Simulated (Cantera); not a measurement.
Feed: 1 mol Si3N4, 4.8 mol NF3, 2.7 mol N2, held at 13.3 mbar.

Method: chemical equilibrium by Gibbs-energy minimisation in Cantera with the NASA 1993 tables (ideal gas, pure condensed phases). Candidate condensed phases: Si, Si3N4; 16 gas species. Rates play no part. All values below are at 1050 °C.

Base state: N2 0.568, SiF4 0.240, F 0.191, F2 0.000392 (mole fractions); condensed: gas only.

**Question.** What changes in the equilibrium state with this change: NF3 from 4.8 to 17 mol?

**Answer.** 
```tsv
species	before	after
F	0.191	0.700
N2	0.568	0.240
SiF4	0.240	0.0546
F2	0.000392	0.00525
```
